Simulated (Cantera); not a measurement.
Feed: 1 mol TiO2, 0.34 mol SiCl4, 4.8 mol O2, held at 1550 K and 2.60 mbar.

These are equilibrium values from Cantera (NASA tables, ideal gas, pure condensed phases), not measurements of a reactor. Candidate condensed phases: Si, SiO2, Ti, TiCl2, TiCl3, TiCl4, TiO, TiO2, Ti2O3, Ti3O5, Ti4O7; 24 gas species. Mutual solubility and eutectic melting of coexisting phases are not modelled. The tables hold silica as quartz up to 1696 K and as liquid above; real silica turns to tridymite and cristobalite and melts near 1996 K. Condensed phases not in the tables: alloys, solid solutions and most ternary compounds. Rates play no part.

Base state: O2 0.779, Cl 0.204, Cl2 0.0166, ClO 0.000212, O 0.000135 (mole fractions); condensed: SiO2(β-quartz) + TiO2(rutile).

Task: What changes in the equilibrium state with this change: pressure from 2.60 mbar to 0.100 bar?

Result: 
```tsv
species	before	after
O2	0.779	0.834
Cl2	0.0166	0.0888
Cl	0.204	0.0763
O	0.000135	2.26e-5
ClO	0.000212	0.000509
SiO2(β-quartz), mol	0.340	0.340
TiO2(rutile), mol	1.000	1.000
```
